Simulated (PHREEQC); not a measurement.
Consider water at 20 °C with 0.00047 mol/kgw Cu(BF4)2 and 2.1e-06 mol/kgw Na2SO4. Closed to the air; pH follows from the charge balance.

Computed with PHREEQC (ion-association model, phreeqc.dat).

- pH: 3.13
- ionic strength: 0.00217 mol/kgw
- total alkalinity: -2.82 meq/kg

```csv
species,molality,activity,log γ
F-,0.00142,0.00135,-0.022
HF,0.00136,0.00136,0.000
H+,0.000769,0.000733,-0.021
H3BO3,0.000670,0.000670,0.000
Cu+2,0.000461,0.000378,-0.086
BF4-,0.000186,0.000176,-0.022
BF3OH-,4.57e-5,4.35e-5,-0.022
BF2(OH)2-,3.84e-5,3.65e-5,-0.022
```

No solid was allowed to form. Real BF4- forms and hydrolyses slowly; the run takes it at equilibrium.
